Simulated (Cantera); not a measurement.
A closed system holds: 1 mol CH4, 0.62 mol CO2, 0.57 mol H2, held at 1825 K and 14.0 mbar.

These are equilibrium values from Cantera (NASA tables, ideal gas, pure condensed phases), not measurements of a reactor. Candidate condensed phases: C, C6H6, C7H8, C8H18, H2O; 110 gas species. Kinetics and transport are ignored.

### Question
What is the equilibrium state?

### Answer
| Property | Value |
|---|---|
| x(H2) | 0.672 |
| x(CO) | 0.325 |
| x(H) | 0.00305 |
| x(C2H2 (acetylene)) | 0.000144 |
| x(CH4) | 4.48e-6 |
| n(C(graphite)) | 0.379 mol |
| gas amount | 3.816 mol |
